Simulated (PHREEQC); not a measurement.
Dissolve 0.013 mol/kgw CuCl2, 0.011 mol/kgw HBF4 and 0.051 mol/kgw NaCl at 20 °C. Closed to the air; pH follows from the charge balance.

All values are PHREEQC results (ion-association model, phreeqc.dat), not measurements.

```json
[
 {"quantity": "pH", "before": "2.07", "after": "2.06"},
 {"quantity": "ionic strength (mol/kgw)", "before": "0.0987", "after": "0.0651"},
 {"quantity": "BF4- (mol/kgw)", "before": "0.00904", "after": "0.00904"},
 {"quantity": "HF (mol/kgw)", "before": "0.00522", "after": "0.00532"},
 {"quantity": "SI of Halite (NaCl)", "before": "-4.19", "after": "-4.32"}
]
```

### Question
What was changed between the two runs?
A) CuCl2 from 0.013 to 0.0013 mol/kgw
B) 0.0012 mol/kgw LiOH added
C) CuCl2 from 0.013 to 0.065 mol/kgw
D) temperature from 20 to 60 °C
E) temperature from 20 to 45 °C

### Answer
A, CuCl2 from 0.013 to 0.0013 mol/kgw

Precipitation was switched off in this run. Real BF4- forms and hydrolyses slowly; the run takes it at equilibrium.
